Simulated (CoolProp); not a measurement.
Saturation properties of R141b (Tc = 204.4 °C, pc = 42.12 bar, ω = 0.220).

Computed with CoolProp (reference Helmholtz-energy equation of state, Lemmon 2006). It is a short technical equation, of lower accuracy than the large ones.

| T (°C) | p (bar) | liquid density (kg/m³) | enthalpy of vaporisation (kJ/kg) | liquid cp (kJ/(kg K)) | vapour Z | surface tension (mN/m) |
|---|---|---|---|---|---|---|
| 23.75 | 0.7499 | 1236 | 226.7 | 1.152 | 0.9682 | 18.3 |
| 35.75 | 1.152 | 1213 | 220.9 | 1.169 | 0.9575 | 16.9 |
| 47.75 | 1.705 | 1189 | 214.9 | 1.188 | 0.9447 | 15.4 |
| 59.75 | 2.444 | 1164 | 208.7 | 1.209 | 0.9296 | 14.0 |
| 71.75 | 3.406 | 1138 | 202.1 | 1.232 | 0.9120 | 12.6 |
| 83.75 | 4.628 | 1111 | 195.1 | 1.258 | 0.8919 | 11.2 |
| 95.75 | 6.153 | 1083 | 187.6 | 1.287 | 0.8691 | 9.89 |
| 107.75 | 8.022 | 1053 | 179.5 | 1.321 | 0.8432 | 8.58 |
| 119.75 | 10.28 | 1022 | 170.8 | 1.360 | 0.8140 | 7.31 |
| 131.85 | 13.00 | 987.3 | 161.0 | 1.408 | 0.7807 | 6.06 |
| 143.85 | 16.18 | 950.3 | 150.3 | 1.470 | 0.7432 | 4.87 |
| 155.85 | 19.90 | 909.3 | 138.1 | 1.553 | 0.7001 | 3.73 |

It boils at 32.0 °C under 1 atm.

Surface tension comes from a separate correlation (Mulero 2012).
